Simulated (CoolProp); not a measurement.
Computed with CoolProp (reference Helmholtz-energy equation of state, Rui 2013).

Task: For R236EA, give the phase and the viscosity (µPa s), conductivity (mW/(m K)) at 0.95 °C and 0.101 MPa; 23.95 °C and 0.101 MPa; 138.85 °C and 0.101 MPa.

Result: 
- 0.95 °C and 0.101 MPa: liquid; viscosity 545, conductivity 88.8
- 23.95 °C and 0.101 MPa: gas; viscosity 10.9, conductivity 14.4
- 138.85 °C and 0.101 MPa: gas; viscosity 15.2, conductivity 23.0

Viscosity comes from a separate model (Huber 2003), an estimate that may be off by 10 % or more. Thermal conductivity comes from a separate model (Huber 2003), an estimate that may be off by 10 % or more.
